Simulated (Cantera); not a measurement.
# Al2O3 + H2 (hydrogen reduction and annealing atmospheres)

Charge: 1 mol Al2O3, 50 mol H2, at 1627 °C and 17000 Pa.

Equilibrium computed with Cantera from the NASA thermochemical tables; the gas is ideal and each condensed phase is pure. Candidate condensed phases: Al, Al2O3, H2O; 19 gas species. The numbers say what is thermodynamically allowed, not how fast it happens.

```
Item                                 Result
--------------------------------  ---------
x(H2)                                 0.998
x(H)                                0.00192
x(H2O)                              7.41e-5
x(Al)                               3.19e-5
x(Al2O)                             8.84e-6
x(AlH)                              4.63e-6
x(AlOH)                             3.40e-6
n(Al2O3(s))                       0.999 mol
gas amount                        50.05 mol
log10 activity of Al(l) (absent)      -2.63
```
